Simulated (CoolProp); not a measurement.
Aqueous ethanol as a coolant, 23 % by mass, freezing at -13.7 °C, 1 atm.

The numbers come from the Melinder's fits for secondary coolants in CoolProp.

```
T (°C)  density (kg/m³)  conductivity (W/(m K))  Prandtl number  viscosity (mPa s)
------  ---------------  ----------------------  --------------  -----------------
-8.5              975.2                   0.425            97.4               9.59
-2.8              973.8                       ?               ?               6.76
2.8               972.0                   0.435               ?                  ?
8.4               969.9                       ?            37.2               3.78
14                967.6                   0.444            28.7               2.96
19.6              965.0                       ?            22.8               2.37
25.2                  ?                   0.453            18.5                  ?
30.8              959.1                   0.458            15.2               1.62
```

### Question
Complete the blanks.

### Answer

- -2.8, conductivity (W/(m K)): 0.430
- -2.8, Prandtl number: 68.0
- 2.8, Prandtl number: 49.5
- 2.8, viscosity (mPa s): 4.98
- 8.4, conductivity (W/(m K)): 0.439
- 19.6, conductivity (W/(m K)): 0.449
- 25.2, density (kg/m³): 962.2
- 25.2, viscosity (mPa s): 1.94
